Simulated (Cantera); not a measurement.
Feed: 1 mol HMDSO, 0.26 mol O3, 0.13 mol H2, equilibrated at 452 °C and 0.0110 bar.

These are equilibrium values from Cantera (NASA tables, ideal gas, pure condensed phases), not measurements of a reactor. The feed counts by its element totals alone. Kinetics and transport are ignored.

| species | before | after |
|---|---|---|
| H2 | 0.949 | 0.837 |
| CO | <1e-9 | 0.163 |
| SiO | <1e-9 | 0.000229 |
| CH4 | 0.0509 | 2.90e-5 |
| H | <1e-9 | 5.95e-5 |
| C(graphite), mol | 4.45 | 2.22 |
| SiC(s), mol | 1.11 | 2.00 |
| SiO2(α-quartz), mol | 0.890 | 0 |
Gas species are given as mole fractions.

**Question.** What was changed between the two runs?
A) temperature from 452 °C to 1777 °C
B) temperature from 452 °C to 1152 °C
C) temperature from 452 °C to 802 °C
D) temperature from 452 °C to 1577 °C

**Answer.** B, temperature from 452 °C to 1152 °C
